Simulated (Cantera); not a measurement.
Charge: 1 mol SiF4, 0.76 mol NH3, 4.8 mol N2, held at 10.0 mbar.

These are equilibrium values from Cantera (NASA tables, ideal gas, pure condensed phases), not measurements of a reactor. Candidate condensed phases: Si, Si3N4; 37 gas species. The tables' values for SiF3, SiF2 are old estimates; treat these amounts as uncertain. Kinetics and transport are ignored. All values below are at 975 °C.

Base state: N2 0.707, H2 0.154, SiF4 0.135, HF 0.00219, SiF3 0.00135, SiHF3 0.000525, SiF2 1.32e-5 (mole fractions); condensed: Si3N4(s).

What changes in the equilibrium state with this change: NH3 from 0.76 to 2 mol?


| species | before | after |
|---|---|---|
| N2 | 0.707 | 0.591 |
| H2 | 0.154 | 0.304 |
| SiF4 | 0.135 | 0.1000 |
| HF | 0.00219 | 0.00277 |
| SiF3 | 0.00135 | 0.00112 |
| SiHF3 | 0.000525 | 0.000608 |
| SiF2 | 1.32e-5 | 1.21e-5 |
| Si3N4(s), mol | 0.000170 | 0.000830 |
